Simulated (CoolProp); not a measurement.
Vapour-liquid equilibrium of propane (1) + R227EA (2) at 257 K; x and y are mole fractions of (1).

The numbers come from the multi-fluid Helmholtz-energy mixture model, Lemmon 2009 and Lemmon 2016; pair parameters Bell 2016 in CoolProp.

Q: Give the bubble pressure and the first vapour's composition at x = 0.125, 0.2, 0.425. Is there an azeotrope?

A: x = 0.125: 0.1899 MPa, y = 0.504; x = 0.2: 0.2244 MPa, y = 0.601; x = 0.425: 0.2750 MPa, y = 0.714. y crosses x between x = 0.8 and 0.875: the model has an azeotrope there.

Pair parameters are fitted to limited data, so mixtures are less certain than the pure fluids. With so large a gap from Raoult's law the liquid may split in two, which this calculation doesn't test in full.
